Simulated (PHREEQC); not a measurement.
## Metal-bearing waste water: an equilibrium model

A solution holds 0.071 mol/kgw Al2(SO4)3 and 4.1e-05 mol/kgw H2SO4, at 25 °C. Closed to the air; pH follows from the charge balance.

Model: ion-association model, wateq4f.dat, run in PHREEQC.

Each row changes one thing in this solution. No solid was allowed to form.

| case | pH | ionic strength (mol/kgw) | AlSO4+ (mol/kgw) | SO4-2 (mol/kgw) | Al(SO4)2- (mol/kgw) | Al+3 (mol/kgw) | SI of Boehmite (AlOOH) | SI of Gibbsite (Al(OH)3) |
|---|---|---|---|---|---|---|---|---|
| as made | 3.83 | 0.214 | 0.0913 | 0.0459 | 0.0378 | 0.0126 | +0.11 | +0.58 |
| H2SO4 from 4.1e-05 to 3.69e-05 mol/kgw | 3.83 | 0.214 | 0.0912 | 0.0459 | 0.0378 | 0.0126 | +0.12 | +0.59 |
| 0.0017 mol/kgw (NH4)2SO4 added | 3.83 | 0.217 | 0.0910 | 0.0467 | 0.0381 | 0.0125 | +0.11 | +0.58 |
| temperature from 25 to 60 °C | 3.52 | 0.200 | 0.0916 | 0.0427 | 0.0388 | 0.0103 | +1.23 | +1.29 |
| Al2(SO4)3 from 0.071 to 0.0355 mol/kgw | 3.87 | 0.121 | 0.0484 | 0.0280 | 0.0150 | 0.00734 | +0.10 | +0.57 |
| H2SO4 replaced by MnSO4 at the same molality | 3.87 | 0.214 | 0.0912 | 0.0459 | 0.0378 | 0.0126 | +0.23 | +0.71 |
| H2SO4 from 4.1e-05 to 8.2e-05 mol/kgw | 3.79 | 0.214 | 0.0913 | 0.0459 | 0.0378 | 0.0126 | -0.02 | +0.45 |

Some of these states are supersaturated (in Basaluminite, Gibbsite (slow to form), Boehmite (slow to form), for instance). At this temperature some constants are extrapolated from 25 °C, and those without enthalpy data are left unchanged.
